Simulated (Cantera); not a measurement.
Input: 1 mol SiC, 0.82 mol O₂, 4.6 mol H₂, 0.13 mol N₂O, at 1.80 Pa.

Equilibrium computed with Cantera from the NASA thermochemical tables; the gas is ideal and each condensed phase is pure. Candidate condensed phases: C, C₆H₆, C₇H₈, C₈H₁₈, H₂O, Si, SiC, SiO₂, Si₂N₂O, Si₃N₄; 151 gas species. Mutual solubility and eutectic melting of coexisting phases are not modelled. The tables hold silica as quartz up to 1696 K and as liquid above; real silica turns to tridymite and cristobalite and melts near 1996 K. Equilibrium is a limit: real reactors are often held back by kinetics, nucleation or transport.

log p: log10 of the partial pressure in bar; n: condensed amount in mol.

| T (K) | log p H₂ | log p CO | log p SiO | log p N₂ | log p H | n C(graphite) | n SiO₂(β-quartz) | n Si₂N₂O(s) | n SiC(s) |
|---|---|---|---|---|---|---|---|---|---|
| 1023 | -4.76 | -6.22 | -10.86 | -9.02 | -10.76 | 0.841 | 0.741 | 0.130 | 0 |
| 1048 | -4.76 | -6.18 | -10.07 | -9.54 | -10.49 | 0.815 | 0.732 | 0.130 | 0.00847 |
| 1073 | -4.78 | -5.82 | -9.63 | -9.10 | -10.24 | 0.453 | 0.611 | 0.130 | 0.129 |
| 1098 | -4.81 | -5.61 | -9.16 | -8.81 | -10.01 | 0 | 0.460 | 0.130 | 0.280 |
| 1123 | -4.81 | -5.61 | -8.65 | -8.73 | -9.77 | 0 | 0.460 | 0.129 | 0.280 |
| 1148 | -4.81 | -5.61 | -8.16 | -8.65 | -9.55 | 0 | 0.459 | 0.129 | 0.280 |
| 1173 | -4.81 | -5.61 | -7.69 | -8.58 | -9.33 | 0 | 0.457 | 0.129 | 0.279 |
| 1198 | -4.81 | -5.61 | -7.24 | -8.51 | -9.13 | 0 | 0.450 | 0.129 | 0.275 |
| 1223 | -4.81 | -5.61 | … | … | … | 0 | 0.431 | 0.129 | 0.266 |
| 1248 | -4.82 | -5.60 | -6.40 | -8.37 | -8.74 | 0 | 0.381 | 0.129 | 0.241 |
| 1273 | -4.84 | -5.59 | -6.01 | -8.30 | -8.57 | 0 | 0.256 | 0.128 | 0.179 |
| 1298 | -4.88 | -5.56 | -5.70 | -8.13 | -8.41 | 0 | 0 | 0.127 | 0.0513 |
| 1323 | -4.88 | -5.57 | -5.69 | … | … | 0 | 0 | 0.120 | 0.0551 |
| 1348 | -4.88 | -5.58 | -5.67 | -6.99 | -8.08 | 0 | 0 | 0.0939 | 0.0680 |

What belongs in the gaps?


- 1223, log p SiO: -6.81
- 1223, log p N₂: -8.44
- 1223, log p H: -8.93
- 1323, log p N₂: -7.53
- 1323, log p H: -8.24
